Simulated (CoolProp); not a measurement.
Properties of ammonia along the isobar 15.5 MPa (Tc = 405.6 K, pc = 11.36 MPa, ω = 0.256).

The numbers come from the reference Helmholtz-energy equation of state, Gao 2020 in CoolProp.

| T (K) | phase | Joule-Thomson coefficient (K/MPa) | fugacity coefficient |
|---|---|---|---|
| 211.4 | liquid | -0.2153 | 0.001531 |
| 231.1 | liquid | -0.2023 | 0.004933 |
| 250.9 | liquid | -0.1851 | 0.01286 |
| 270.7 | liquid | -0.1625 | 0.02831 |
| 290.5 | liquid | -0.1322 | 0.05458 |
| 310.3 | liquid | -0.09005 | 0.09462 |
| 330.1 | liquid | -0.02936 | 0.1505 |
| 349.9 | liquid | 0.06278 | 0.2228 |
